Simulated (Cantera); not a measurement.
**Low-pressure radical oxidation in H2/O2**

An isothermal, constant-pressure homogeneous reactor starts with H2 : O2 : N2 = 0.0099 : 1 : 0.2 (molar parts), at 1250 K and 9.00 Torr.

Computed with Cantera and the H2/O2 subset of GRI-Mech 3.0, which has no nitrogen chemistry. Radical loss at walls, strong at low pressure, is not modelled.

```csv
t (s),x H2,x O2,x OH,x H2O2,x H
0.000800,0.00818,0.827,1.66e-8,3.91e-12,2.84e-9
0.00177,0.00818,0.827,1.02e-7,1.84e-11,1.48e-8
0.00390,0.00818,0.827,3.36e-6,8.69e-11,4.73e-7
0.00862,0.00368,0.822,0.00151,4.50e-8,0.000384
0.0190,3.55e-5,0.819,0.000755,1.26e-8,0.000310
0.0420,3.10e-5,0.819,0.000720,1.21e-8,0.000276
0.0928,2.71e-5,0.820,0.000673,1.19e-8,0.000223
0.205,2.05e-5,0.822,0.000586,1.13e-8,0.000146
0.453,1.23e-5,0.823,0.000454,1.01e-8,6.67e-5
1.00,5.41e-6,0.825,0.000302,7.79e-9,1.93e-5
```
x: mole fraction; the columns are a selection and need not sum to one.

Equilibrium at this temperature and pressure: H2 2.86e-9, O2 0.826, OH 7.03e-6, H2O2 3.01e-11, H 2.38e-10 (gas phase only).
